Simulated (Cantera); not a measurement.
## N2O furnace oxynitridation

An isothermal, constant-pressure homogeneous reactor starts with N2O : H2O = 1 : 0.012 (molar parts), at 1575 K and 0.0350 bar.

Cantera simulation using GRI-Mech 3.0 (53 species, 325 reactions); the numbers are that mechanism's predictions, not measurements. GRI-Mech 3.0 was tuned for natural gas; its chemistry of N2O as a main component is partial and can be far from experiment. Radical loss at walls, strong at low pressure, is not modelled. The temperature is held fixed by assumption; the heat of reaction is taken as removed at once.

```
t (s)       x N2O    x H2O       x O     x H2      x H     x N2    x HO2
--------  -------  -------  --------  -------  -------  -------  -------
0.000400    0.985   0.0118  0.000145  2.09e-8  6.67e-8  0.00157  3.81e-6
0.000954    0.981   0.0118  0.000144  1.69e-7  1.60e-7  0.00389  1.43e-5
0.00228     0.972   0.0117  0.000142  6.01e-7  2.66e-7  0.00944  2.08e-5
0.00543     0.949   0.0116  0.000141  1.02e-6  3.15e-7   0.0225  1.64e-5
0.0129      0.898   0.0114  0.000139  9.35e-7  3.41e-7   0.0520  1.07e-5
0.0309      0.791   0.0110  0.000136  7.76e-7  3.79e-7    0.114  5.86e-6
0.0737      0.595   0.0102  0.000133  7.83e-7  4.59e-7    0.229  2.57e-6
0.176       0.322  0.00910  0.000129  9.62e-7  6.34e-7    0.388  8.57e-7
0.419      0.0887  0.00818  0.000120  1.34e-6  9.27e-7    0.526  1.96e-7
1.00      0.00620  0.00788   8.10e-5  1.14e-6  6.62e-7    0.575  4.75e-8
```
x: mole fraction; the columns are a selection and need not sum to one.

Equilibrium at this temperature and pressure: N2O 2.06e-8, H2O 0.00788, O 3.31e-5, H2 3.63e-7, H 1.35e-7, N2 0.660, HO2 5.50e-8 (gas phase only).
